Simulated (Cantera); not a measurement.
Charge: 1 mol Si₂H₆, 3.8 mol HCl, a varied amount of H₂, at 625 °C and 0.0230 bar.

Cantera equilibrium calculation (NASA polynomials, part measured and part estimated; ideal gas, pure solids and liquids). Candidate condensed phases: Si; 19 gas species. The feed counts by its element totals alone. The tables' values for SiCl₃ are old estimates; treat these amounts as uncertain. Equilibrium is a limit: real reactors are often held back by kinetics, nucleation or transport.

x: gas mole fraction; n: condensed amount in mol.

| n(H₂) (mol) | x H₂ | x SiCl₄ | x SiHCl₃ | x HCl | x SiCl₃ | n Si(s) |
|---|---|---|---|---|---|---|
| 13 | 0.940 | 0.0392 | 0.0113 | 0.00907 | 0.000310 | 1.03 |
| 20 | 0.955 | 0.0277 | 0.00878 | 0.00838 | 0.000239 | 1.04 |
| 31 | 0.967 | 0.0187 | 0.00657 | 0.00764 | 0.000177 | 1.05 |
| 48 | 0.976 | 0.0121 | 0.00477 | 0.00689 | 0.000128 | 1.07 |
| 74 | 0.983 | 0.00764 | 0.00339 | 0.00616 | 9.08e-5 | 1.10 |
| 110 | 0.987 | 0.00487 | 0.00242 | 0.00552 | 6.48e-5 | 1.13 |
| 170 | 0.990 | 0.00287 | 0.00163 | 0.00484 | 4.36e-5 | 1.18 |
| 270 | 0.993 | ? | ? | ? | 2.76e-5 | 1.25 |
| 410 | 0.995 | 0.000849 | 0.000657 | 0.00358 | 1.75e-5 | 1.34 |
| 640 | 0.996 | ? | ? | ? | 1.01e-5 | 1.45 |
| 980 | 0.997 | 0.000181 | 0.000206 | 0.00243 | 5.48e-6 | 1.58 |

Task: What belongs in the gaps?

Result: 
- 640, x SiCl₄: 0.000409
- 640, x SiHCl₃: 0.000380
- 640, x HCl: 0.00298
- 270, x SiCl₄: 0.00156
- 270, x SiHCl₃: 0.00103
- 270, x HCl: 0.00416
